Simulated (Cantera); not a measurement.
Iron carbonyl, mercury and lead vapours: HgO + H2

Feed: 1 mol HgO, 0.12 mol H2, equilibrated at 1 atm.

Cantera equilibrium calculation (NASA polynomials, part measured and part estimated; ideal gas, pure solids and liquids). Candidate condensed phases: H2O, Hg, HgO; 10 gas species. The numbers say what is thermodynamically allowed, not how fast it happens.

```tsv
T (°C)	x H2O	x Hg	x O2	x OH	x O	x HO2	x H2	n Hg(l)	n HgO(s)
252	0.898	0.102	1.53e-7	<1e-12	<1e-12	<1e-12	<1e-12	0.106	0.880
352	0.499	0.500	0.000340	<1e-12	<1e-12	<1e-12	<1e-12	0	0.880
452	0.0769	0.641	0.282	6.60e-11	<1e-12	2.39e-12	<1e-12	0	0
552	0.0769	0.641	0.282	1.72e-9	<1e-12	3.45e-11	<1e-12	0	0
652	0.0769	0.641	0.282	2.22e-8	7.07e-12	2.80e-10	1.12e-12	0	0
752	0.0769	0.641	0.282	1.74e-7	1.74e-10	1.51e-9	2.60e-11	0	0
852	0.0769	0.641	0.282	9.50e-7	2.43e-9	6.07e-9	3.47e-10	0	0
952	0.0769	0.641	0.282	3.93e-6	2.22e-8	1.94e-8	3.04e-9	0	0
1052	0.0769	0.641	0.282	1.31e-5	1.45e-7	5.21e-8	1.93e-8	0	0
1152	0.0769	0.641	0.282	3.70e-5	7.32e-7	1.22e-7	9.47e-8	0	0
```
x: gas mole fraction; n: condensed amount in mol.

At 252 °C the condensed part is Hg(l) + HgO(s). At 352 °C the condensed part is HgO(s). From 452 °C to 1152 °C nothing is condensed. The main Hg-bearing gas is Hg throughout.
